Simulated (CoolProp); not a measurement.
Vapour pressure (MPa) of propane: the reference equation beside estimates from Tc = 369.9 K, pc = 4.251 MPa, ω = 0.152. Clausius-Clapeyron is anchored at 187.2 K with a constant enthalpy of vaporisation of 20.63 kJ/mol.

The numbers come from the reference Helmholtz-energy equation of state, Lemmon 2009 in CoolProp.

| T (K) | reference | Lee-Kesler | Clausius-Clapeyron | van der Waals | Redlich-Kwong |
|---|---|---|---|---|---|
| 181.2 | 0.005561 | 0.005319 | 0.005589 | 0.1027 | 0.007196 |
| 187.2 | 0.008668 | 0.008316 | 0.008668 | 0.1282 | 0.01134 |
| 193.2 | 0.01309 | 0.01261 | 0.01308 | 0.1579 | 0.01724 |
| 199.2 | 0.01922 | 0.01858 | 0.01926 | 0.1921 | 0.02539 |
| 205.2 | 0.02751 | 0.02671 | 0.02772 | 0.2313 | 0.03634 |
| 211.2 | 0.03846 | 0.03750 | 0.03909 | 0.2757 | 0.05071 |
| 217.2 | 0.05266 | 0.05156 | 0.05407 | 0.3257 | 0.06916 |
| 223.2 | 0.07074 | 0.06954 | 0.07350 | 0.3816 | 0.09238 |
| 229.2 | 0.09337 | 0.09214 | 0.09833 | 0.4437 | 0.1211 |
| 235.1 | 0.1208 | 0.1196 | 0.1290 | 0.5110 | 0.1555 |
| 241.1 | 0.1547 | 0.1537 | 0.1678 | 0.5862 | 0.1975 |
| 247.1 | 0.1955 | 0.1947 | 0.2154 | 0.6685 | 0.2474 |

Absolute difference from the reference over all 12 rows, mean and median: Lee-Kesler 2.3 and 2.3 %, Clausius-Clapeyron 3.4 and 2.2 %, van der Waals 722.2 and 567.7 %, Redlich-Kwong 30.2 and 30.7 %.
